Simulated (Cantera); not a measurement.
Input (Python, Cantera):

```python
import numpy as np
import cantera as ct

gas = ct.Solution("gri30.yaml")
gas.TPX = 1775, 1400000, {'C3H8': 1, 'O2': 11.6, 'N2': 43.7, 'CO2': 9.3}
reactor = ct.IdealGasReactor(gas, energy="on", clone=False)
net = ct.ReactorNet([reactor])
net.rtol, net.atol = 1e-08, 1e-16
show = ['C3H8', 'O2', 'CO2', 'CO', 'HO2']
times = np.geomspace(1e-06, 0.4, 11)

steps = ct.SolutionArray(gas, extra=["t"])
rows = []
print(f"{'t/s':>10s}{'T/K':>9s}{'P/Pa':>11s}" + "".join(f"{s:>11s}" for s in show))
for t in times:
    while net.time < t:
        t_next = net.step()
        steps.append(gas.state, t=t_next)
    rows.append([np.interp(t, steps.t, y) for y in (steps.T, steps.P, *steps(*show).X.T)])
    print(f"{t:10.3e}{rows[-1][0]:9.1f}{rows[-1][1]:11.4g}" + "".join(f"{x:11.3e}" for x in rows[-1][2:]))
rate = np.gradient(steps.T, steps.t)
print("integrator steps:", len(steps.t))
if steps.T.max() > steps.T[0] + 200:
    print(f"time of steepest temperature rise: {steps.t[rate.argmax()]:.4e} s")
gas.TPX = 1775, 1400000, {'C3H8': 1, 'O2': 11.6, 'N2': 43.7, 'CO2': 9.3}
gas.equilibrate("UV")
print(f"equilibrium (UV): T = {gas.T:.1f} K  " + "  ".join(f"{s} {gas[s].X[0]:.3e}" for s in show))
```

Output:

```
       t/s      T/K       P/Pa       C3H8         O2        CO2         CO        HO2
 1.000e-06   1779.2  1.418e+06  7.157e-03  1.703e-01  1.403e-01  1.693e-03  3.876e-04
 3.633e-06   2365.6  1.935e+06  2.211e-29  1.089e-01  1.499e-01  3.095e-02  3.309e-05
 1.320e-05   2578.1   2.08e+06  2.342e-40  1.010e-01  1.735e-01  9.790e-03  1.696e-05
 4.793e-05   2599.0  2.094e+06  6.978e-45  9.993e-02  1.761e-01  7.472e-03  1.684e-05
 1.741e-04   2596.3  2.092e+06  4.731e-48  9.923e-02  1.761e-01  7.405e-03  1.665e-05
 6.325e-04   2588.2  2.085e+06  3.782e-48  9.716e-02  1.764e-01  7.210e-03  1.607e-05
 2.297e-03   2574.2  2.073e+06  2.646e-48  9.362e-02  1.767e-01  6.885e-03  1.510e-05
 8.345e-03   2569.1  2.069e+06  2.317e-48  9.234e-02  1.769e-01  6.769e-03  1.476e-05
 3.031e-02   2569.0  2.069e+06  2.314e-48  9.233e-02  1.769e-01  6.768e-03  1.476e-05
 1.101e-01   2569.0  2.069e+06  2.314e-48  9.233e-02  1.769e-01  6.768e-03  1.476e-05
 4.000e-01   2569.0  2.069e+06  2.314e-48  9.233e-02  1.769e-01  6.768e-03  1.476e-05
integrator steps: 1493
time of steepest temperature rise: 2.1099e-06 s
equilibrium (UV): T = 2569.0 K  C3H8 4.194e-48  O2 9.233e-02  CO2 1.769e-01  CO 6.768e-03  HO2 1.476e-05
```

Detailed kinetics in Cantera: GRI-Mech 3.0 (53 species, 325 reactions). The pressure lies above the range GRI-Mech 3.0 was tuned for (to about 10 atm).
